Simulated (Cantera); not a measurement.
Input (Python, Cantera) and output of one run.

```python
import numpy as np
import cantera as ct

gas_names = """
    Cr CrN CrO CrO2 CrO3 H HNO HNO2 HNO3 HO2 H2 H2O H2O2 N NH NH2 NH3 NH2OH NO NO2 NO3 N2 N2H2 N2H4 N2O
    O OH O2 O3
""".split()
cond_names = """
    Cr(cr) Cr(L) CrN(s) Cr2N(s) Cr2O3(s) Cr2O3(L) H2O(s) H2O(L)
""".split()


# ... load() reads the species with a 1 bar reference pressure and builds the phases ...
atoms = {
    'Cr': {'Cr': 1},
    'N2O': {'N': 2, 'O': 1},
    'H2': {'H': 2},
}
top_T = {'CrN(s)': 1900, 'Cr2N(s)': 1900}  # K; cautious upper limits of use, not melting points


# ... equilibrate(T, P, feed) seeds the gas with the atoms and calls Mixture.equilibrate('TP', solver="vcs", rtol=1e-11, max_steps=5000) ...
results = []
feed = {'Cr': 1, 'N2O': 12, 'H2': 30}  # mol
P = 10000  # Pa
for T in [2000, 2050, 2100, 2150, 2200, 2250, 2300, 2350, 2400, 2450]:
    mix = equilibrate(T, P, feed)
    results.append((T, P, feed, dict(zip(mix.species_names, mix.species_moles))))
    x = sorted(zip(gas.X, gas.species_names), reverse=True)
    print(f"T = {T:g} K  P = {P:g} Pa  gas = {mix.phase_moles(0):.4g} mol")
    print("   x: " + "  ".join(f"{s} {v:.3e}" for v, s in x if v > 0.001))
    print("   condensed (mol): " + ("  ".join(f"{mix.phase(i).name} {mix.phase_moles(i):.4g}"
          for i in range(1, mix.n_phases) if mix.phase_moles(i) > 1e-12) or "none"))
```

Output:

```
T = 2000 K  P = 10000 Pa  gas = 42.08 mol
   x: H2 4.617e-01  N2 2.852e-01  H2O 2.494e-01  H 3.494e-03
   condensed (mol): Cr2O3(s) 0.4984
T = 2050 K  P = 10000 Pa  gas = 42.12 mol
   x: H2 4.605e-01  N2 2.849e-01  H2O 2.492e-01  H 4.868e-03
   condensed (mol): Cr2O3(s) 0.4964
T = 2100 K  P = 10000 Pa  gas = 42.17 mol
   x: H2 4.589e-01  N2 2.846e-01  H2O 2.490e-01  H 6.675e-03
   condensed (mol): Cr2O3(s) 0.4919
T = 2150 K  P = 10000 Pa  gas = 42.24 mol
   x: H2 4.566e-01  N2 2.841e-01  H2O 2.488e-01  H 9.012e-03
   condensed (mol): Cr2O3(s) 0.4828
T = 2200 K  P = 10000 Pa  gas = 42.35 mol
   x: H2 4.532e-01  N2 2.834e-01  H2O 2.488e-01  H 1.199e-02  Cr 1.083e-03
   condensed (mol): Cr2O3(s) 0.4647
T = 2250 K  P = 10000 Pa  gas = 42.5 mol
   x: H2 4.481e-01  N2 2.823e-01  H2O 2.492e-01  H 1.572e-02  Cr 2.090e-03  OH 1.313e-03  CrO 1.006e-03
   condensed (mol): Cr2O3(s) 0.4302
T = 2300 K  P = 10000 Pa  gas = 42.74 mol
   x: H2 4.405e-01  N2 2.807e-01  H2O 2.502e-01  H 2.031e-02  Cr 3.861e-03  CrO 1.980e-03  OH 1.860e-03
   condensed (mol): Cr2O3(s) 0.3672
T = 2350 K  P = 10000 Pa  gas = 43.11 mol
   x: H2 4.293e-01  N2 2.783e-01  H2O 2.524e-01  H 2.584e-02  Cr 6.798e-03  CrO 3.756e-03  OH 2.619e-03
   condensed (mol): Cr2O3(s) 0.2569
T = 2400 K  P = 10000 Pa  gas = 43.65 mol
   x: H2 4.131e-01  N2 2.748e-01  H2O 2.561e-01  H 3.233e-02  Cr 1.133e-02  CrO 6.860e-03  OH 3.684e-03  CrO2 1.376e-03
   condensed (mol): Cr2O3(s) 0.0728
T = 2450 K  P = 10000 Pa  gas = 44.02 mol
   x: H2 4.035e-01  N2 2.725e-01  H2O 2.553e-01  H 4.036e-02  Cr 1.283e-02  CrO 8.216e-03  OH 4.990e-03  CrO2 1.664e-03
   condensed (mol): none
```

Method: chemical equilibrium by Gibbs-energy minimisation in Cantera with the NASA 1993 tables (ideal gas, pure condensed phases).
